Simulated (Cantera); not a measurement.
What does this Cantera script print?

```python
import numpy as np
import cantera as ct

gas_names = """
    H HO2 H2 H2O H2O2 Hg O OH O2 O3
""".split()
cond_names = """
    H2O(s) H2O(L) Hg(cr) Hg(L) HgO(s)
""".split()


# ... load() reads the species with a 1 bar reference pressure and builds the phases ...
atoms = {
    'HgO': {'Hg': 1, 'O': 1},
    'H2': {'H': 2},
}
top_T = {}  # K; cautious upper limits of use, not melting points


# ... equilibrate(T, P, feed) seeds the gas with the atoms and calls Mixture.equilibrate('TP', solver="vcs", rtol=1e-11, max_steps=5000) ...
results = []
feed = {'HgO': 1, 'H2': 0.1}  # mol
P = 2700  # Pa
for T in [525, 625, 725, 825, 925, 1025, 1125]:
    mix = equilibrate(T, P, feed)
    results.append((T, P, feed, dict(zip(mix.species_names, mix.species_moles))))

top = {s: max(r[3][s] / sum(r[3][g] for g in gas_names) for r in results) for s in gas_names}
cols = sorted((s for s in top if top[s] > 1e-05), key=lambda s: -top[s])[:9]
seen = [c for c in cond_names if any(r[3].get(c, 0) > 1e-12 for r in results)]
print("log10 of partial pressures in bar; condensed amounts in mol")
print(f"{'T/K':>10s}" + "".join(f"{s[:9]:>10s}" for s in cols + seen))
for T, P, feed, n in results:
    ng = sum(n[g] for g in gas_names)
    print(f"{T:10.4g}" + "".join(f"{np.log10(max(n[s] / ng * P / 1e5, 1e-99)):10.3f}" for s in cols)
          + "".join(f"{n.get(c, 0):10.4g}" for c in seen))
```

Result:

```
log10 of partial pressures in bar; condensed amounts in mol
       T/K        Hg       H2O        O2    HgO(s)
       525    -1.870    -1.870    -5.043    0.8999
       625    -1.759    -2.759    -2.106         0
       725    -1.759    -2.759    -2.106         0
       825    -1.759    -2.759    -2.106         0
       925    -1.759    -2.759    -2.106         0
      1025    -1.759    -2.759    -2.106         0
      1125    -1.759    -2.759    -2.106         0
```

Method: chemical equilibrium by Gibbs-energy minimisation in Cantera with the NASA 1993 tables (ideal gas, pure condensed phases).
